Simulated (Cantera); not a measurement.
Input: 1 mol HI, 0.16 mol H2O, 3.8 mol N2, held at 2302 °C.

Cantera equilibrium calculation (NASA polynomials, part measured and part estimated; ideal gas, pure solids and liquids). Candidate condensed phases: H2O, I2; 27 gas species. The ideal-gas law is rough above about 30 bar. Kinetics and transport are ignored.

x: gas mole fraction; nothing condenses.

```json
[
 {"P (Pa)": "10", "x N2": "0.608", "x H": "0.204", "x I": "0.160", "x H2": "0.00345", "x HI": "1.78e-5", "x H2O": "4.73e-5", "x O": "0.0241"},
 {"P (Pa)": "65", "x N2": "0.619", "x H": "0.176", "x I": "0.163", "x H2": "0.0168", "x HI": "0.000102", "x H2O": "0.00122", "x O": "0.0196"},
 {"P (Pa)": "420", "x N2": "0.647", "x H": "…", "x I": "0.170", "x H2": "…", "x HI": "…", "x H2O": "…", "x O": "…"},
 {"P (Pa)": "2700", "x N2": "0.674", "x H": "0.0543", "x I": "0.176", "x H2": "0.0663", "x HI": "0.00141", "x H2O": "0.0210", "x O": "0.00207"},
 {"P (Pa)": "17000", "x N2": "0.688", "x H": "…", "x I": "0.177", "x H2": "0.0785", "x HI": "…", "x H2O": "0.0264", "x O": "…"},
 {"P (Pa)": "110000", "x N2": "0.696", "x H": "0.00948", "x I": "0.173", "x H2": "0.0825", "x HI": "0.00986", "x H2O": "0.0283", "x O": "5.49e-5"},
 {"P (Pa)": "720000", "x N2": "0.703", "x H": "0.00364", "x I": "0.161", "x H2": "0.0794", "x HI": "0.0230", "x H2O": "0.0292", "x O": "8.98e-6"},
 {"P (Pa)": "4700000", "x N2": "0.714", "x H": "0.00134", "x I": "0.135", "x H2": "0.0701", "x HI": "0.0465", "x H2O": "0.0299", "x O": "1.59e-6"},
 {"P (Pa)": "30000000", "x N2": "0.729", "x H": "0.000480", "x I": "0.0964", "x H2": "0.0577", "x HI": "0.0759", "x H2O": "0.0306", "x O": "3.11e-7"}
]
```

What belongs in the gaps?


- 17000, x H: 0.0235
- 17000, x HI: 0.00387
- 17000, x O: 0.000347
- 420, x H: 0.112
- 420, x H2: 0.0439
- 420, x HI: 0.000437
- 420, x H2O: 0.00958
- 420, x O: 0.00911
